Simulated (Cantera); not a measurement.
A closed system holds: 1 mol SiCl4, 1.2 mol Cl2, 0.41 mol H2, at 1223 K and 8.90 bar.

Equilibrium computed with Cantera from the NASA thermochemical tables; the gas is ideal and each condensed phase is pure. Candidate condensed phases: Si; 19 gas species. Equilibrium is a limit: real reactors are often held back by kinetics, nucleation or transport.

Base state: SiCl4 0.383, HCl 0.314, Cl2 0.302, Cl 0.00110 (mole fractions); condensed: gas only.

Problem. What changes in the equilibrium state with this change: H2 from 0.41 to 14 mol?

Solution. 
| species | before | after |
|---|---|---|
| H2 | <1e-9 | 0.781 |
| HCl | 0.314 | 0.157 |
| SiCl4 | 0.383 | 0.0528 |
| Cl2 | 0.302 | <1e-9 |
| SiHCl3 | <1e-9 | 0.00810 |
| SiH2Cl2 | <1e-9 | 0.000166 |
| Cl | 0.00110 | 1.54e-8 |
The tables' values for SiCl3 are old estimates; treat these amounts as uncertain.

Problem. What changes in the equilibrium state with this change: temperature from 1223 K to 850 K?

Solution. 
| species | before | after |
|---|---|---|
| SiCl4 | 0.383 | 0.383 |
| HCl | 0.314 | 0.314 |
| Cl2 | 0.302 | 0.303 |
| Cl | 0.00110 | 5.15e-6 |
